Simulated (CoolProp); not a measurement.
Values from CoolProp's reference Helmholtz-energy equation of state, Lemmon 2006. It is a short technical equation, of lower accuracy than the large ones.

**Question.** For toluene, give the phase and the speed of sound (m/s), viscosity (µPa s), conductivity (mW/(m K)) at 607.1 K and 10.3 MPa.

**Answer.** 
- 607.1 K and 10.3 MPa: supercritical; speed of sound 345, viscosity 70.7, conductivity 81.7

Viscosity comes from a separate model (Avgeri 2015). Thermal conductivity comes from a separate model (Assael 2012).
